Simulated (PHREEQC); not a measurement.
**Acid mine or pickling water (model solution)**

Synthetic water in mg/kgw, 25 °C, pH 3.89, pe 12.4: Na 1760; K 26.2; Ca 205; Mg 4.76; Cl 473; S(6) as SO4 3560; O(0) (dissolved oxygen) 0.739; Al 0.56; Fe(3) 3.03.

Valence states are taken as typed.

The numbers come from PHREEQC with the ion-association model, phreeqc.dat.

Precipitation was switched off in this run.

Question: What ionic strength, charge-balance error, specific conductance does the model give?

Answer: ionic strength 0.113 mol/kgw; charge-balance error 0.6 %; specific conductance 7610 µS/cm.

Question: In which forms is Ca present?

Answer: Ca+2 58 %, CaSO4 42 % of the Ca.

Saturation is exceeded, for instance for Jarosite-K, Hematite (slow to form); the values hold only as long as no solid forms. Species that the database lacks are ignored.
